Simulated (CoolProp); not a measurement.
Properties of n-heptane along the isotherm 326.85 °C (Tc = 268.1 °C, pc = 2.774 MPa, ω = 0.349).

Model: reference Helmholtz-energy equation of state, Span 2003, in CoolProp. It is a short technical equation, of lower accuracy than the large ones.

| p (MPa) | phase | density (kg/m³) | isothermal compressibility (1/MPa) | fugacity coefficient |
|---|---|---|---|---|
| 0.154 | gas | 3.135 | 6.583 | 0.9867 |
| 0.308 | gas | 6.359 | 3.339 | 0.9735 |
| 0.462 | gas | 9.676 | 2.259 | 0.9603 |
| 0.616 | gas | 13.09 | 1.721 | 0.9472 |
| 0.771 | gas | 16.64 | 1.398 | 0.9341 |
| 0.925 | gas | 20.29 | 1.186 | 0.9212 |
| 1.08 | gas | 24.08 | 1.035 | 0.9082 |
| 1.23 | gas | 27.89 | 0.9256 | 0.8957 |
| 1.39 | gas | 32.10 | 0.8365 | 0.8824 |
